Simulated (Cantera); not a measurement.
An isothermal, constant-pressure homogeneous reactor starts with CO : O2 : H2O : N2 = 0.0028 : 0.022 : 0.011 : 1 (molar parts), equivalence ratio 0.064, at 1048 K and 5.00 bar.

Cantera simulation using GRI-Mech 3.0 (53 species, 325 reactions); the numbers are that mechanism's predictions, not measurements.

### Question
Predict: x(CO) at 6.00 s; x(O2) at 6.00 s; x(H2O) at 6.00 s; x(CO2) at 6.00 s; x(N2O) at 6.00 s.

### Answer
```json
{
  "x(CO) at 6.00 s": "8.13e-5 (gas-phase equilibrium 2.49e-12)",
  "x(O2) at 6.00 s": "0.0200 (gas-phase equilibrium 0.0199)",
  "x(H2O) at 6.00 s": "0.0106 (gas-phase equilibrium 0.0106)",
  "x(CO2) at 6.00 s": "0.00263 (gas-phase equilibrium 0.00271)",
  "x(N2O) at 6.00 s": "2.78e-7 (gas-phase equilibrium 3.45e-9)"
}
```
